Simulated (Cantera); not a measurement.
Feed: 1 mol FeS, 0.63 mol SO2, 0.12 mol O2, held at 1450 K and 1000 Pa.

Equilibrium computed with Cantera from the NASA thermochemical tables; the gas is ideal and each condensed phase is pure. Candidate condensed phases: Fe, FeO, FeS, FeSO4, FeS2, Fe2O3, Fe2(SO4)3, Fe3O4, S; 12 gas species. Metal and sulfide melt together well below either melting point, which pure phases cannot show. Mutual solubility and eutectic melting of coexisting phases are not modelled. The tables' stoichiometric FeO is somewhat more stable than real wüstite, so its field is too wide. FeO, FeS: taken at fixed stoichiometry. Kinetics and transport are ignored.

Problem. What is the equilibrium state?

Solution. 
```
Item                                  Result
--------------------------------  ----------
x(SO2)                                 0.620
x(S2)                                  0.362
x(SO)                                 0.0119
x(S2O)                               0.00587
x(S)                                0.000134
n(FeO(s))                          0.480 mol
n(FeS(s))                          0.520 mol
gas amount                        0.8113 mol
log10 activity of Fe(γ) (absent)       -1.33
log10 activity of S(l) (absent)        -2.38
```
